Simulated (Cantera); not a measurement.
Cantera with NASA thermochemical tables; ideal gases at 1 bar, condensed phases pure. Values are per mole of reaction as written; species without (g) are pure solids or liquids, kept so even where they would boil at 1 bar.

### Question
Between 300 and 1350 K, where is each reaction favourable under standard conditions?
- H2(g) + V2O5 → H2O(g) + 2 VO2(g)

### Answer
- H2(g) + V2O5 → H2O(g) + 2 VO2(g): ΔG° is 706 kJ at 300 K and 306 kJ at 1350 K; it stays positive (K < 1). ΔH° is 716 kJ and ΔS° 304 J/K at 1350 K.
